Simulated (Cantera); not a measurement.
What does this Cantera script print?

```python
import numpy as np
import cantera as ct

gas = ct.Solution("gri30.yaml")
gas.TPX = 1775, 13332, {'CH4': 1, 'N2': 350}
inlet = ct.Reservoir(gas, clone=True)

reactor = ct.IdealGasConstPressureReactor(gas, energy="off", clone=False)
exhaust = ct.Reservoir(gas, clone=True)
tau = [1.9, 0.64, 0.22, 0.072, 0.024, 0.008, 0.0027, 0.0009][0]
for a, b in ((inlet, reactor), (reactor, exhaust)):
    ct.MassFlowController(a, b, mdot=lambda t: reactor.mass / tau)
net = ct.ReactorNet([reactor])
show = ['CH4', 'CH2', 'C2H', 'C2H2', 'H2', 'CH3', 'HCN']

rows = []
print(f"{'tau/s':>10s}{'T/K':>9s}" + "".join(f"{s:>11s}" for s in show))
for tau in [1.9, 0.64, 0.22, 0.072, 0.024, 0.008, 0.0027, 0.0009]:
    net.initial_time = 0.0
    net.advance(30 * tau)
    before = gas.X
    net.advance(40 * tau)
    drift = np.max(np.abs(gas.X - before) / (gas.X + 1e-9))
    rows.append([gas.T, *gas[show].X, drift])
    print(f"{tau:10.3e}{gas.T:9.1f}" + "".join(f"{x:11.3e}" for x in gas[show].X))
```

Output:

```
     tau/s      T/K        CH4        CH2        C2H       C2H2         H2        CH3        HCN
 1.900e+00   1775.0  1.521e-04  2.041e-07  8.340e-08  1.251e-03  3.988e-03  2.503e-05  1.587e-04
 6.400e-01   1775.0  3.039e-04  3.002e-07  7.313e-08  1.207e-03  3.741e-03  4.403e-05  6.690e-05
 2.200e-01   1775.0  5.856e-04  4.026e-07  5.912e-08  1.062e-03  3.283e-03  7.358e-05  2.508e-05
 7.200e-02   1775.0  1.092e-03  4.834e-07  4.122e-08  7.721e-04  2.461e-03  1.162e-04  7.322e-06
 2.400e-02   1775.0  1.811e-03  4.604e-07  2.097e-08  3.678e-04  1.322e-03  1.534e-04  1.403e-06
 8.000e-03   1775.0  2.522e-03  2.501e-07  4.566e-09  5.688e-05  3.166e-04  1.298e-04  9.223e-08
 2.700e-03   1775.0  2.780e-03  6.246e-08  2.667e-10  1.776e-06  4.164e-05  5.656e-05  2.978e-09
 9.000e-04   1775.0  2.829e-03  1.166e-08  2.895e-12  2.686e-08  9.689e-06  1.914e-05  1.378e-10
```

Model: GRI-Mech 3.0 (53 species, 325 reactions), integrated in Cantera. GRI-Mech 3.0 stops at C3 and has no aromatics, soot or wall deposition, so with more carbon than oxygen in the feed, carbon stays in small species such as C2H2 where larger ones or solid carbon would form.
